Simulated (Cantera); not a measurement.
Charge: 1 mol PbO, 2.4 mol CO, a varied amount of N₂, equilibrated at 1575 K and 0.000190 bar.

Method: chemical equilibrium by Gibbs-energy minimisation in Cantera with the NASA 1993 tables (ideal gas, pure condensed phases). Candidate condensed phases: C, Pb, PbO, PbO₂, Pb₃O₄; 27 gas species. The numbers say what is thermodynamically allowed, not how fast it happens.

log p: log10 of the partial pressure in bar; nothing condenses.

```json
[
 {"n(N₂) (mol)": "9.1", "log p N₂": "-3.86", "log p CO": "-4.67", "log p Pb": "-4.82", "log p CO₂": "-4.82"},
 {"n(N₂) (mol)": "22", "log p N₂": "-3.78", "log p CO": "-4.98", "log p Pb": "-5.13", "log p CO₂": "-5.13"},
 {"n(N₂) (mol)": "35", "log p N₂": "-3.76", "log p CO": "___", "log p Pb": "___", "log p CO₂": "___"},
 {"n(N₂) (mol)": "49", "log p N₂": "-3.75", "log p CO": "___", "log p Pb": "___", "log p CO₂": "___"},
 {"n(N₂) (mol)": "62", "log p N₂": "-3.74", "log p CO": "-5.39", "log p Pb": "-5.54", "log p CO₂": "-5.54"},
 {"n(N₂) (mol)": "75", "log p N₂": "-3.74", "log p CO": "-5.47", "log p Pb": "-5.62", "log p CO₂": "-5.62"},
 {"n(N₂) (mol)": "88", "log p N₂": "-3.74", "log p CO": "-5.54", "log p Pb": "-5.68", "log p CO₂": "-5.68"}
]
```

Task: Fill in the missing entries.

Result: 
- 49, log p CO: -5.29
- 49, log p Pb: -5.44
- 49, log p CO₂: -5.44
- 35, log p CO: -5.16
- 35, log p Pb: -5.31
- 35, log p CO₂: -5.31
